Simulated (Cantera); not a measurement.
Input (Python, Cantera):

```python
import numpy as np
import cantera as ct

gas = ct.Solution("gri30.yaml")
gas.TPX = 1050, 110000, {'N2O': 1}
reactor = ct.IdealGasConstPressureReactor(gas, energy="off", clone=False)
net = ct.ReactorNet([reactor])
net.rtol, net.atol = 1e-08, 1e-18
show = ['N2O', 'O', 'NO2', 'O2', 'NO', 'N2']
times = np.geomspace(7e-05, 30, 12)

steps = ct.SolutionArray(gas, extra=["t"])
rows = []
print(f"{'t/s':>10s}{'T/K':>9s}{'P/Pa':>11s}" + "".join(f"{s:>11s}" for s in show))
for t in times:
    while net.time < t:
        t_next = net.step()
        steps.append(gas.state, t=t_next)
    rows.append([np.interp(t, steps.t, y) for y in (steps.T, steps.P, *steps(*show).X.T)])
    print(f"{t:10.3e}{rows[-1][0]:9.1f}{rows[-1][1]:11.4g}" + "".join(f"{x:11.3e}" for x in rows[-1][2:]))
rate = np.gradient(steps.T, steps.t)
print("integrator steps:", len(steps.t))
if steps.T.max() > steps.T[0] + 200:
    print(f"time of steepest temperature rise: {steps.t[rate.argmax()]:.4e} s")
gas.TPX = 1050, 110000, {'N2O': 1}
gas.equilibrate("TP")
print(f"equilibrium (TP): T = {gas.T:.1f} K  " + "  ".join(f"{s} {gas[s].X[0]:.3e}" for s in show))
```

It prints:

```
       t/s      T/K       P/Pa        N2O          O        NO2         O2         NO         N2
 7.000e-05   1050.0    1.1e+05  1.000e+00  1.158e-07  2.518e-13  6.947e-07  7.774e-08  1.544e-06
 2.276e-04   1050.0    1.1e+05  1.000e+00  1.158e-07  3.281e-12  2.505e-06  2.803e-07  5.266e-06
 7.398e-04   1050.0    1.1e+05  1.000e+00  1.158e-07  3.708e-11  8.390e-06  9.389e-07  1.737e-05
 2.405e-03   1050.0    1.1e+05  9.999e-01  1.158e-07  3.946e-10  2.752e-05  3.080e-06  5.670e-05
 7.818e-03   1050.0    1.1e+05  9.997e-01  1.158e-07  4.138e-09  8.970e-05  1.003e-05  1.845e-04
 2.542e-02   1050.0    1.1e+05  9.991e-01  1.158e-07  4.209e-08  2.917e-04  3.260e-05  5.999e-04
 8.262e-02   1050.0    1.1e+05  9.970e-01  1.157e-07  3.952e-07  9.469e-04  1.056e-04  1.947e-03
 2.686e-01   1050.0    1.1e+05  9.903e-01  1.153e-07  2.975e-06  3.062e-03  3.395e-04  6.298e-03
 8.732e-01   1050.0    1.1e+05  9.690e-01  1.138e-07  1.482e-05  9.780e-03  1.076e-03  2.012e-02
 2.839e+00   1050.0    1.1e+05  9.047e-01  1.091e-07  5.179e-05  3.009e-02  3.267e-03  6.189e-02
 9.228e+00   1050.0    1.1e+05  7.366e-01  9.592e-08  1.444e-04  8.330e-02  8.739e-03  1.712e-01
 3.000e+01   1050.0    1.1e+05  4.263e-01  6.727e-08  2.943e-04  1.822e-01  1.750e-02  3.737e-01
integrator steps: 878
equilibrium (TP): T = 1050.0 K  N2O 4.651e-09  O 3.705e-10  NO2 3.130e-06  O2 3.333e-01  NO 6.154e-05  N2 6.666e-01
```

Model: GRI-Mech 3.0 (53 species, 325 reactions), integrated in Cantera. GRI-Mech 3.0 was tuned for natural gas; its chemistry of N2O as a main component is partial and can be far from experiment. The mechanism lacks the step 2 NO + O2 → 2 NO2, which can matter for NO2 below about 1400 K. The temperature is held fixed by assumption; the heat of reaction is taken as removed at once.
